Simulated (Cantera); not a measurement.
# Transport properties of process gases

Gas mixture: CO : C3H8 = 0.37 : 0.14 (molar parts), at 39.0 Torr, frozen composition.

Cantera's kinetic-theory transport with the Lennard-Jones parameters of GRI-Mech 3.0, ideal gas; thermal conductivity in the multicomponent form. The composition is frozen, though it would react at the higher temperatures.

```csv
T (K),ρ (kg/m³),cp (J/kg/K),μ (µPa s),λ (mW/m/K),Pr,D (cm²/s) CH3,D (cm²/s) N2,D (cm²/s) C2H2
400,0.0507,1454,17.2,31.1,0.802,6.04,5.50,4.46
550,0.0369,1696,21.9,45.0,0.825,10.6,9.56,7.90
700,0.0290,1905,26.1,59.3,0.838,16.0,14.4,12.0
850,0.0239,2079,29.9,73.6,0.845,22.3,20.0,16.8
1000,0.0203,2220,33.5,87.4,0.850,29.4,26.3,22.2
1150,0.0176,2325,36.8,100,0.853,37.2,33.3,28.1
```
D: mixture-averaged diffusion coefficient of that species in the mixture.
